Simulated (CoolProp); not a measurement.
A closed Brayton cycle with dry air: compressor inlet 313.15 K and 1.2 MPa, high pressure 2.67 MPa, turbine inlet 730 K, compressor efficiency 0.85, turbine efficiency 0.93, recuperator effectiveness 0 (on enthalpy, no pinch check). Each further row changes one setting.

Values from CoolProp's reference Helmholtz-energy equation of state, Lemmon 2000. It is a pseudo-pure fit of the blend.

| case | thermal efficiency (%) | net work (kJ/kg) | compressor to turbine work | compressor exit (K) | turbine exit (K) |
|---|---|---|---|---|---|
| as stated | 13.5 | 46.0 | 0.67 | 407.8 | 598.2 |
| turbine inlet 680 K | 12.7 | ? | 0.72 | 407.8 | 556.1 |
| compressor inlet 323.15 K | ? | ? | ? | ? | 598.2 |
| high pressure 2.27 MPa | ? | 40.9 | 0.64 | 386.8 | ? |
| recuperator effectiveness 0.5 | ? | 46.0 | 0.67 | 407.8 | 598.2 |

Some entries are withheld; supply them.


- turbine inlet 680 K, net work (kJ/kg): 36.2
- compressor inlet 323.15 K, thermal efficiency (%): 13.1
- compressor inlet 323.15 K, net work (kJ/kg): 42.9
- compressor inlet 323.15 K, compressor to turbine work: 0.70
- compressor inlet 323.15 K, compressor exit (K): 420.6
- high pressure 2.27 MPa, thermal efficiency (%): 11.3
- high pressure 2.27 MPa, turbine exit (K): 623.0
- recuperator effectiveness 0.5, thermal efficiency (%): 19.1
